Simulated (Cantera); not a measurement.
A closed system holds: 1 mol SiC, 0.092 mol CO2, a varied amount of H2, equilibrated at 2200 K and 1 atm.

Equilibrium computed with Cantera from the NASA thermochemical tables; the gas is ideal and each condensed phase is pure. Candidate condensed phases: C, C6H6, C7H8, C8H18, H2O, Si, SiC, SiO2; 123 gas species. Gases not in the tables: Si2H6 and higher silanes. The numbers say what is thermodynamically allowed, not how fast it happens.

Task: What share of the Si ends up in condensed phases as a function of n(H2) (mol), at 24, 31, 40, 52, 67, 87, 110, 150, 190, 240, 320?

Result: 
```csv
n(H2) (mol),Si condensed (%),as
24,94.5,SiC(s)
31,94.2,SiC(s)
40,93.9,SiC(s)
52,93.4,SiC(s)
67,92.9,SiC(s)
87,92.1,SiC(s)
110,91.3,SiC(s)
150,89.7,SiC(s)
190,88.2,SiC(s)
240,86.3,SiC(s)
320,83.2,SiC(s)
```
